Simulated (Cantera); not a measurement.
# Diamond growth

A diamond (100) surface in a fixed gas of H2 with x(CH4) = 0.0043, x(H) = 0.00085, x(CH3) = 8.5e-05, at 1225 K; coverages are run to steady state.

Model: the Harris–Goodwin 1993 mechanism for the reconstructed diamond (100) surface, integrated in Cantera.

| P (Pa) | growth (µm/h) | θ c6HH | θ c6H* | θ c6*H | θ c6** | θ c6HM |
|---|---|---|---|---|---|---|
| 510 | 0.0228 | 0.458 | 0.0393 | 0.479 | 0.0228 | 7.82e-5 |
| 840 | 0.0421 | 0.458 | 0.0393 | 0.479 | 0.0228 | 0.000131 |
| 1400 | 0.0784 | 0.457 | 0.0393 | 0.479 | 0.0228 | 0.000221 |
| 2300 | 0.145 | 0.457 | 0.0393 | 0.479 | 0.0228 | 0.000364 |
| 3800 | 0.277 | 0.457 | 0.0393 | 0.479 | 0.0227 | 0.000598 |
| 6400 | 0.566 | 0.457 | 0.0392 | 0.479 | 0.0227 | 0.000991 |
| 11000 | 1.25 | 0.456 | 0.0392 | 0.478 | 0.0227 | 0.00165 |
| 18000 | 2.68 | 0.456 | 0.0391 | 0.477 | 0.0227 | 0.00256 |
θ: site fractions in the mechanism's names (c6HH fully hydrogenated, c6H* and c6*H radical sites, c6** diradical, c6HM methylated).
